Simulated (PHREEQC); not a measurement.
## Brine (model solution)

Solution (25 °C): 0.82 mol KCl and 1.3 mol NaCl per kg of water. Closed to the air; pH follows from the charge balance.

Computed with PHREEQC (Pitzer model, pitzer.dat).

No solid was allowed to form.

Q: What activity of water, osmotic coefficient, density does the model give?

A: activity of water 0.930; osmotic coefficient 0.954; density 1.080 g/cm³.

Species that the database lacks are ignored.
